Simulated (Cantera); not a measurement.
A closed system holds: 1 mol TiO₂, 3.4 mol C, 0.83 mol H₂, at 1550 K and 0.100 bar.

These are equilibrium values from Cantera (NASA tables, ideal gas, pure condensed phases), not measurements of a reactor. Candidate condensed phases: C, C₆H₆, C₇H₈, C₈H₁₈, H₂O, Ti, TiC, TiO, TiO₂, Ti₂O₃, Ti₃O₅, Ti₄O₇; 113 gas species. TiC: taken at fixed stoichiometry. Rates play no part.

**Question.** What is the equilibrium state?

**Answer.** 
```
Property                                Result
-----------------------------------  ---------
x(CO)                                    0.707
x(H₂)                                    0.293
x(H)                                   5.39e-5
x(H₂O)                                 2.51e-5
x(CO₂)                                 2.16e-5
x(CH₄)                                 1.75e-5
x(C₂H₂ (acetylene))                    4.70e-6
n(C(graphite))                       0.400 mol
n(TiC(s))                             1.00 mol
gas amount                           2.830 mol
log10 activity of Ti₂O₃(s) (absent)      -2.57
log10 activity of Ti₃O₅(s) (absent)      -4.23
log10 activity of Ti(β) (absent)         -5.56
```
